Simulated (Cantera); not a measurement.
An isothermal, constant-pressure homogeneous reactor starts with 10.7 % H2, 89.3 % O2, at 1348 K and 280 Pa.

Model: GRI-Mech 3.0 (53 species, 325 reactions), integrated in Cantera. Radical loss at walls, strong at low pressure, is not modelled. The temperature is held fixed by assumption; the heat of reaction is taken as removed at once.

x: mole fraction; the columns are a selection and need not sum to one.

```
t (s)        x H2   x O2      x H    x H2O2      x OH
--------  -------  -----  -------  --------  --------
1.00e-5     0.107  0.893  2.14e-9    <1e-12  8.64e-11
2.82e-5     0.107  0.893  5.67e-9    <1e-12  6.36e-10
7.95e-5     0.107  0.893  1.42e-8  4.08e-12   4.19e-9
0.000224    0.107  0.893  3.85e-8  3.22e-11   2.43e-8
0.000631    0.107  0.893  2.19e-7  2.52e-10   1.97e-7
0.00178     0.107  0.893  1.50e-5   1.91e-9   1.43e-5
0.00502    0.0102  0.822   0.0264   4.63e-8    0.0133
0.0141    0.00330  0.813   0.0228   2.83e-8   0.00977
0.0399    0.00321  0.816   0.0217   2.85e-8   0.00965
0.112     0.00297  0.823   0.0188   2.89e-8   0.00931
0.317     0.00235  0.838   0.0126   2.92e-8   0.00837
0.893     0.00124  0.862  0.00454   2.68e-8   0.00617
2.52          [?]  0.880      [?]       [?]       [?]
7.10      5.27e-5  0.885  3.74e-5   7.35e-9   0.00129
20.0      8.73e-6  0.886  2.51e-6   2.60e-9  0.000524
```

### Question
Fill in the missing entries.

### Answer

- 2.52, x H2: 0.000325
- 2.52, x H: 0.000581
- 2.52, x H2O2: 1.73e-8
- 2.52, x OH: 0.00319
